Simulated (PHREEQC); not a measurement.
2.2 g of hydrous ferric oxide (600 m²/g; 0.2 weak and 0.005 strong sites per Fe, Dzombak-Morel constants, diffuse double layer) in 1 kg of water with 0.05 mol/kgw of an inert sodium salt and 4.9e-05 mol/kgw Na2HAsO4, at 25 °C; the pH is set by adding NaOH or the inert anion's acid. Oxygen alone is held at its pressure in air (log pO2 = -0.68). CO2 from the air is kept out. Nothing may precipitate in this run.

Equilibrium calculation in PHREEQC: ion-association model, wateq4f.dat.

**Question.** Predict surface charge σ (C/m²) at pH = 3.75, 8.62.

**Answer.** 
| pH | surface charge σ (C/m²) |
|---|---|
| 3.75 | 0.314 |
| 8.62 | -0.015 |

The oxide is taken as insoluble; below pH 4 it would dissolve.
